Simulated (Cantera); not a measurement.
A closed system holds: 1 mol C2F6, 1.9 mol HCl, at 1.00 bar.

Cantera equilibrium calculation (NASA polynomials, part measured and part estimated; ideal gas, pure solids and liquids). Candidate condensed phases: C, C6H6, C7H8, C8H18; 118 gas species. The feed counts by its element totals alone. Gases not in the tables: C2F6 and larger saturated fluorocarbons. Kinetics and transport are ignored.

Task: What share of the C ends up in condensed phases as a function of T (K), at 923, 1123, 1323, 1523, 1723, 1923, 2123, 2323, 2523, 2723, 2923, 3123, 3323?

Result: 
```
T (K)  C condensed (%)           as
-----  ---------------  -----------
923               28.9  C(graphite)
1123              32.9  C(graphite)
1323              36.8  C(graphite)
1523              39.8  C(graphite)
1723              42.2  C(graphite)
1923              44.0  C(graphite)
2123              44.5  C(graphite)
2323              41.8  C(graphite)
2523              34.0  C(graphite)
2723              24.4  C(graphite)
2923              23.2  C(graphite)
3123              28.7  C(graphite)
3323              27.9  C(graphite)
```
